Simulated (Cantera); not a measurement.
A closed system holds: 1 mol CaCO3, 0.3 mol O2, 10 mol N2, at 1102 °C and 900 Torr.

Equilibrium computed with Cantera from the NASA thermochemical tables; the gas is ideal and each condensed phase is pure. Candidate condensed phases: C, Ca, CaCO3, CaO; 27 gas species. Equilibrium is a limit: real reactors are often held back by kinetics, nucleation or transport.

Base state: N2 0.885, CO2 0.0885, O2 0.0264, NO 0.000236 (mole fractions); condensed: CaO(s).

Question: What changes in the equilibrium state with this change: CaCO3 replaced by MgO?

Answer: 
```csv
species,before,after
N2,0.885,0.971
O2,0.0264,0.0290
NO,0.000236,0.000259
CO2,0.0885,0
"CaO(s), mol",1.00,0
"MgO(s), mol",0,1.00
```
Further candidate phases: Mg, MgO.

Question: What changes in the equilibrium state with this change: temperature from 1102 °C to 1450 °C?

Answer: 
```json
[
 {"species": "N2", "before": "0.885", "after": "0.884"},
 {"species": "CO2", "before": "0.0885", "after": "0.0884"},
 {"species": "O2", "before": "0.0264", "after": "0.0260"},
 {"species": "NO", "before": "0.000236", "after": "0.00118"},
 {"species": "CO", "before": "3.14e-7", "after": "4.48e-5"},
 {"species": "CaO(s), mol", "before": "1.00", "after": "1.00"}
]
```
